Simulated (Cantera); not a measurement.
Cantera run:

```python
import numpy as np
import cantera as ct

gas_names = """
    AL ALH ALN ALO ALOH ALO2 ALO2H AL2 AL2O AL2O2 H HALO HNO HNO2 HNO3 HO2 H2 H2O H2O2 N NH NH2 NH3
    NH2OH NO NO2 NO3 N2 N2H2 N2H4 N2O O OH O2 O3
""".split()
cond_names = """
    AL(cr) AL(L) ALN(s) AL2O3(a) AL2O3(L) H2O(s) H2O(L)
""".split()


# ... load() reads the species with a 1 bar reference pressure and builds the phases ...
atoms = {
    'AlN': {'AL': 1, 'N': 1},
    'H2O': {'H': 2, 'O': 1},
    'H2': {'H': 2},
}
top_T = {'ALN(s)': 2750}  # K; cautious upper limits of use, not melting points


# ... equilibrate(T, P, feed) seeds the gas with the atoms and calls Mixture.equilibrate('TP', solver="vcs", rtol=1e-11, max_steps=5000) ...
results = []
feed = {'AlN': 1, 'H2O': 3.1, 'H2': 0.53}  # mol
P = 7.1  # Pa
for T in [1123, 1198, 1273, 1348, 1423, 1498, 1573, 1648, 1723, 1798, 1873]:
    mix = equilibrate(T, P, feed)
    results.append((T, P, feed, dict(zip(mix.species_names, mix.species_moles))))

top = {s: max(r[3][s] / sum(r[3][g] for g in gas_names) for r in results) for s in gas_names}
cols = sorted((s for s in top if top[s] > 1e-06), key=lambda s: -top[s])[:7]
seen = [c for c in cond_names if any(r[3].get(c, 0) > 1e-12 for r in results)]
print("log10 of partial pressures in bar; condensed amounts in mol")
print(f"{'T/K':>10s}" + "".join(f"{s[:9]:>10s}" for s in cols + seen))
for T, P, feed, n in results:
    ng = sum(n[g] for g in gas_names)
    print(f"{T:10.4g}" + "".join(f"{np.log10(max(n[s] / ng * P / 1e5, 1e-99)):10.3f}" for s in cols)
          + "".join(f"{n.get(c, 0):10.4g}" for c in seen))
```

It prints:

```
log10 of partial pressures in bar; condensed amounts in mol
       T/K        H2       H2O        N2         H        OH         O        O2  AL2O3(a)
      1123    -4.457    -4.561    -5.066    -9.599   -11.991   -17.099   -17.484       0.5
      1198    -4.457    -4.561    -5.066    -8.950   -11.155   -15.637   -16.035       0.5
      1273    -4.457    -4.561    -5.066    -8.375   -10.417   -14.346   -14.755       0.5
      1348    -4.457    -4.561    -5.066    -7.864    -9.761   -13.197   -13.616       0.5
      1423    -4.458    -4.561    -5.066    -7.406    -9.173   -12.168   -12.595       0.5
      1498    -4.458    -4.561    -5.066    -6.994    -8.644   -11.241   -11.675       0.5
      1573    -4.459    -4.561    -5.066    -6.621    -8.165   -10.402   -10.841       0.5
      1648    -4.462    -4.563    -5.067    -6.281    -7.729    -9.637   -10.081       0.5
      1723    -4.467    -4.565    -5.069    -5.973    -7.331    -8.937    -9.384       0.5
      1798    -4.476    -4.569    -5.072    -5.691    -6.967    -8.293    -8.740       0.5
      1873    -4.492    -4.577    -5.078    -5.436    -6.632    -7.697    -8.141       0.5
```

Method: chemical equilibrium by Gibbs-energy minimisation in Cantera with the NASA 1993 tables (ideal gas, pure condensed phases).
